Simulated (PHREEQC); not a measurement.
KOH is added in steps, without added water, to 1 kg of water holding 0.074 mol/kgw H3PO4, 7.2e-05 mol/kgw HF and 4e-06 mol/kgw H4SiO4, at 25 °C. Oxygen is held at 0.21 atm. No CO2 enters from the air. Only these solids could form: SiO2(a).

Base run: PHREEQC, ion-association model, wateq4f.dat. Each further column changes one thing. The table gives pH.

```
KOH added (mol)   base  metal-ligand complexes left out  database phreeqc.dat  Debye-Hückel limiting law  all activity coefficients set to 1
---------------  -----  -------------------------------  --------------------  -------------------------  ----------------------------------
0                 1.72                             1.72                  1.72                       1.73                                1.71
0.019             1.96                             1.96                  1.96                       1.96                                   …
0.0285            2.10                             2.10                  2.10                       2.10                                2.14
0.0475            2.45                             2.45                  2.45                       2.43                                2.50
0.057             2.69                             2.69                  2.69                       2.66                                2.75
0.076             5.33                             5.35                  5.33                       5.20                                5.58
0.0855            6.13                             6.15                  6.13                          …                                6.40
0.1045            6.67                             6.70                  6.67                       6.48                                6.97
0.114             6.88                             6.91                  6.88                       6.67                                   …
0.133             7.38                             7.41                  7.38                          …                                7.71
0.1425            7.86                             7.89                  7.86                          …                                8.20
0.1615           10.97                            10.93                 10.86                      10.39                               11.61
0.171            11.24                            11.21                 11.12                      10.62                               11.88
0.19             11.60                            11.57                 11.49                      10.94                               12.21
```

### Question
Some entries are withheld; supply them.

### Answer

- 0.019, all activity coefficients set to 1: 1.98
- 0.0855, Debye-Hückel limiting law: 5.98
- 0.114, all activity coefficients set to 1: 7.19
- 0.133, Debye-Hückel limiting law: 7.12
- 0.1425, Debye-Hückel limiting law: 7.59

H3PO4, which wateq4f.dat lacks, is added to it with the constant of phreeqc.dat. SiF6-2 is the database's only silicon fluoride. phreeqc.dat and wateq4f.dat share most of their constants, so their agreement is no independent check. Solids allowed in the column 'database phreeqc.dat': Quartz.
